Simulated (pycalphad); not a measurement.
Computed with pycalphad from the COST 507 light-alloy database (1999), at 1 atm. The data set is of 1999 and partly superseded. Amounts are mole fractions of atoms.

Task: Give the equilibrium state of Al-2.388Si-0.2891Fe (wt.%) at 600 K.

Result: 
```
T = 600.00 K, P = 101325 Pa, N = 1 mol of atoms
G = -20014 J/mol, H = 7795 J/mol, S = 46.35 J/(mol K)  (SER reference)
chemical potentials (J/mol): Al -19995, Si -13847, Fe -135259
phase             fraction      x(Al)      x(Si)      x(Fe)
FCC_A1              0.9699     0.9991   0.000894   2.62e-07
DIAMOND_A4          0.0207   1.14e-09     1.0000       none
ALFESI_BETA         0.0093     0.7000     0.1500     0.1500
```

Task: Give the equilibrium state of Al-2.388Si-0.2891Fe (wt.%) at 900 K.

Result: fcc, fraction 0.601, with 0.55 Si, 0.01 Fe wt.%; liquid, fraction 0.399, with 5.1 Si, 0.70 Fe wt.%.

Database names, with the compositions (at.%) that they take in these runs: ALFESI_BETA: Al 70 Si 15 Fe 15. FCC_A1 is fcc; DIAMOND_A4 is diamond (Si). An entry "none" or "no" means that the model of the phase leaves that element out.
